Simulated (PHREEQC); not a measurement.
**Polishing slurry liquid: speciation**

Consider water at 25 °C with 29 mmol/kgw K2CO3, 2.5 mmol/kgw KNO3 and 180 mmol/kgw KH2PO4. Closed to the air; pH follows from the charge balance.

Equilibrium calculation in PHREEQC: ion-association model, wateq4f.dat.

```
Quantity                  Result
-----------------  -------------
pH                          6.22
ionic strength     0.275 mol/kgw
activity of water          0.992
total alkalinity     58.0 meq/kg
```

| species | molality | activity | log γ |
|---|---|---|---|
| K+ | 0.236 | 0.162 | -0.163 |
| H2PO4- | 0.137 | 0.0996 | -0.139 |
| HPO4-2 | 0.0385 | 0.0103 | -0.575 |
| HCO3- | 0.0150 | 0.0109 | -0.139 |
| CO2 | 0.0140 | 0.0149 | 0.027 |
| KHPO4- | 0.00447 | 0.00325 | -0.139 |
| NO3- | 0.00250 | 0.00167 | -0.176 |
| H3PO4 | 8.29e-6 | 8.84e-6 | 0.027 |
| CO3-2 | 3.04e-6 | 8.49e-7 | -0.554 |
| H+ | 7.67e-7 | 6.03e-7 | -0.105 |

No solid was allowed to form. H3PO4, which wateq4f.dat lacks, is added to it with the constant of phreeqc.dat.
